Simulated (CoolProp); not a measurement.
Vapour-liquid equilibrium of CH2F2 (R32) (1) + dimethyl ether (2) at 244.8 K; x and y are mole fractions of (1).

Model: multi-fluid Helmholtz-energy mixture model, Tillner-Roth 1997 and Wu 2011; pair parameters Bell 2016, in CoolProp.

**Question.** Give the bubble pressure and the first vapour's composition at x = 0.125, 0.2, 0.875. Is there an azeotrope?

**Answer.** x = 0.125: 0.1099 MPa, y = 0.307; x = 0.2: 0.1254 MPa, y = 0.443; x = 0.875: 0.2675 MPa, y = 0.954. No azeotrope shows between x = 0.05 and 0.95.

Pair parameters are fitted to limited data, so mixtures are less certain than the pure fluids. The gap from Raoult's law changes sign with composition, which may be real or a fault of the pair parameters; it wasn't checked against measurements.
